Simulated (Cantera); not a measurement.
A closed system holds: 1 mol B, 8.6 mol O₂, 2.2 mol H₂, equilibrated at 2250 K and 13.3 mbar.

Method: chemical equilibrium by Gibbs-energy minimisation in Cantera with the NASA 1993 tables (ideal gas, pure condensed phases). The numbers say what is thermodynamically allowed, not how fast it happens.

| species | before | after |
|---|---|---|
| O₂ | 0.671 | 0.693 |
| H₂O | 0.168 | 0.177 |
| HBO₂ | 0.0756 | 0.0822 |
| O | 0.0262 | 0.00971 |
| OH | 0.0310 | 0.0194 |
| BO₂ | 0.0168 | 0.0108 |
| H | 0.00338 | 0.000759 |
| BO | 0.000213 | 4.92e-5 |
| H₂ | 0.00276 | 0.00104 |
| HBO | 1.49e-5 | 5.81e-6 |
| HO₂ | 7.35e-6 | 1.28e-5 |
| B₂O₃ | 0.00506 | 0.00566 |
Gas species are given as mole fractions.

Task: Which change was made?
A. pressure from 13.3 mbar to 0.100 bar
B. temperature from 2250 K to 1798 K
C. O₂ from 8.6 to 0.8 mol
D. pressure from 13.3 mbar to 80.0 Pa

Result: A, pressure from 13.3 mbar to 0.100 bar
